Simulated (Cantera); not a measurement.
Feed: 1 mol C2H4, 23 mol H2, 47 mol N2, held at 0.0160 bar.

Cantera equilibrium calculation (NASA polynomials, part measured and part estimated; ideal gas, pure solids and liquids). Candidate condensed phases: C, C6H6, C7H8, C8H18; 92 gas species. Rates play no part.

Over these rows the condensed part is C(graphite). Partial pressures as log10 of bar:

```json
[
 {"T (K)": "700", "1000/T (1/K)": "1.4286", "log p HCN": "-10.41", "log p N2": "-1.97", "log p H2": "-2.29"},
 {"T (K)": "800", "1000/T (1/K)": "1.2500", "log p HCN": "-9.15", "log p N2": "-1.98", "log p H2": "-2.26"},
 {"T (K)": "900", "1000/T (1/K)": "1.1111", "log p HCN": "-8.18", "log p N2": "-1.98", "log p H2": "-2.26"},
 {"T (K)": "1000", "1000/T (1/K)": "1.0000", "log p HCN": "?", "log p N2": "-1.98", "log p H2": "-2.26"},
 {"T (K)": "1100", "1000/T (1/K)": "0.9091", "log p HCN": "-6.77", "log p N2": "-1.98", "log p H2": "-2.26"},
 {"T (K)": "1200", "1000/T (1/K)": "0.8333", "log p HCN": "-6.25", "log p N2": "-1.98", "log p H2": "-2.26"}
]
```

Task: Fit log p(HCN) = a + b·(1000/T) to the five rows, give the apparent enthalpy, and predict the row at 1000 K.

Result: Means: 1000/T = 1.1064, log p = -8.152. Sxy = -1.663077, Sxx = 0.2379668, so b = -6.99 and a = -8.152 − (-6.99)×1.1064 = -0.42.
Apparent enthalpy: −19.145 × (-6.99) = 134 kJ/mol. With the condensed phases at unit activity, C(graphite) + 1/2 N2(g) + 1/2 H2(g) = HCN(g) links this pressure to the main gases: over the six rows their terms move log p by +0.01 in all, so the slope is close to that reaction's ΔH°. The five rows lie within 0.01 of the line.
Prediction at 1000 K: -0.42 + (-6.99)×1.0000 = -7.41. The computed value is -7.40, 0.01 from the line.
